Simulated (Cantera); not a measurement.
Charge: 1 mol trisilylamine, 9.3 mol NH3, 81 mol N2, equilibrated at 700 °C and 0.173 Torr.

Equilibrium computed with Cantera from the NASA thermochemical tables; the gas is ideal and each condensed phase is pure. Candidate condensed phases: Si, Si3N4; 18 gas species. The feed counts by its element totals alone. Rates play no part.

Base state: N2 0.820, H2 0.180 (mole fractions); condensed: Si3N4(s).

Question: What changes in the equilibrium state with this change: NH3 from 9.3 to 1.3 mol?

Answer: 
```json
[
 {"species": "N2", "before": "0.820", "after": "0.926"},
 {"species": "H2", "before": "0.180", "after": "0.0745"},
 {"species": "Si3N4(s), mol", "before": "1.00", "after": "1.00"}
]
```

Question: What changes in the equilibrium state with this change: NH3 from 9.3 to 37 mol?

Answer: 
```json
[
 {"species": "N2", "before": "0.820", "after": "0.620"},
 {"species": "H2", "before": "0.180", "after": "0.380"},
 {"species": "Si3N4(s), mol", "before": "1.00", "after": "1.00"}
]
```
